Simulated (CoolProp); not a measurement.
The fluid at 298.15 K and 0.415 MPa is compressed adiabatically to 0.817 MPa with isentropic efficiency 0.8. The same conditions are run with several fluids, on thermodynamics alone (safety and materials aside).

Values from CoolProp's reference Helmholtz-energy equation of state of each fluid (propane: Lemmon 2009; propylene: Lemmon 2013; R22: Kamei 1995; R407C: Lemmon 2003; R507A: Lemmon 2003). Blends and air are pseudo-pure fits.

Task: Rank propane, propylene, R22, R407C, R507A by work (kJ/kg), highest first.

Result: propylene (48.3), propane (45.3), R22 (23.7), R407C (23.3), R507A (20.1)

```tsv
fluid	final temperature (K)	final density (kg/m³)
propane	328.9	14.7
propylene	332.6	13.6
R22	337.7	27.4
R407C	330.0	28.3
R507A	325.2	33.3
```
